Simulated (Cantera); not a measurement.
Input: 1 mol B, 0.023 mol Cl2, 4.6 mol H2, equilibrated at 800 K and 75.0 Torr.

These are equilibrium values from Cantera (NASA tables, ideal gas, pure condensed phases), not measurements of a reactor. Candidate condensed phases: B; 13 gas species. Gases not in the tables: BHCl2. The numbers say what is thermodynamically allowed, not how fast it happens.

Base state: H2 0.993, HCl 0.00625, BCl3 0.00123 (mole fractions); condensed: B(s).

What changes in the equilibrium state with this change: H2 from 4.6 to 0.28 mol?


```csv
species,before,after
H2,0.993,0.935
BCl3,0.00123,0.0450
HCl,0.00625,0.0201
"B(s), mol",0.994,0.987
```

What changes in the equilibrium state with this change: H2 from 4.6 to 0.05 mol?


| species | before | after |
|---|---|---|
| H2 | 0.993 | 0.746 |
| BCl3 | 0.00123 | 0.223 |
| HCl | 0.00625 | 0.0307 |
| B(s), mol | 0.994 | 0.985 |
